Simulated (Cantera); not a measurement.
An isothermal, constant-pressure homogeneous reactor starts with 11.5 % H2, 88.5 % O2, at 1325 K and 2800 Pa.

Computed with Cantera and GRI-Mech 3.0 (53 species, 325 reactions). Radical loss at walls, strong at low pressure, is not modelled. The temperature is held fixed by assumption; the heat of reaction is taken as removed at once.

One state of this run: x H2 = 1.05e-7; x O2 = 0.878; x OH = 5.40e-5; x O = 1.55e-6; x H = 3.19e-9; x H2O = 0.122. x: mole fraction; the columns are a selection and need not sum to one.

Which value of t (s) does it belong to?
(A) 3.65
(B) 200
(C) 0.0666
(D) 0.00122

B, 200
